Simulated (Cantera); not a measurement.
A closed system holds: 1 mol Cu, 0.27 mol H₂O, 4.3 mol CO, held at 1.33 mbar.

Equilibrium computed with Cantera from the NASA thermochemical tables; the gas is ideal and each condensed phase is pure. Candidate condensed phases: C, C₆H₆, C₇H₈, C₈H₁₈, Cu, CuO, Cu(OH)₂, Cu₂O, H₂O; 113 gas species. Kinetics and transport are ignored. All values below are at 850 °C.

Base state: CO 0.886, CO₂ 0.0553, H₂ 0.0553, H₂O 0.00377 (mole fractions); condensed: Cu(s).

Question: What changes in the equilibrium state with this change: H₂O from 0.27 to 0.49 mol?

Answer: 
| species | before | after |
|---|---|---|
| CO | 0.886 | 0.807 |
| CO₂ | 0.0553 | 0.0911 |
| H₂ | 0.0553 | 0.0911 |
| H₂O | 0.00377 | 0.0112 |
| Cu(s), mol | 1.000 | 1.000 |
